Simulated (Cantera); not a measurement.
**Thermodynamics of iron carbonyl, mercury and lead vapours, feed Pb + N2**

Feed: 1 mol Pb, 0.51 mol N2, at 53.0 mbar.

Cantera equilibrium calculation (NASA polynomials, part measured and part estimated; ideal gas, pure solids and liquids). Candidate condensed phases: Pb; 4 gas species. Rates play no part.

```csv
T (K),log p N2,log p Pb,log p Pb2,n Pb(s),n Pb(l)
575,-1.28,-12.02,<-13,1.00,0
625,-1.28,-10.63,<-13,0,1.00
675,-1.28,-9.47,<-13,0,1.00
725,-1.28,-8.47,<-13,0,1.00
775,-1.28,-7.60,<-13,0,1.00
825,-1.28,-6.84,<-13,0,1.000
875,-1.28,-6.17,-12.61,0,1.000
925,-1.28,-5.57,-11.60,0,1.000
975,-1.28,-5.04,-10.71,0,1.000
1025,-1.28,-4.56,-9.90,0,1.000
1075,-1.28,-4.12,-9.17,0,0.999
1125,-1.28,-3.72,-8.51,0,0.998
1175,-1.28,-3.36,-7.90,0,0.996
1225,-1.28,-3.03,-7.35,0,0.991
```
log p: log10 of the partial pressure in bar; n: condensed amount in mol.

At 575 K the condensed part is Pb(s). From 625 K to 1225 K the condensed part is Pb(l).
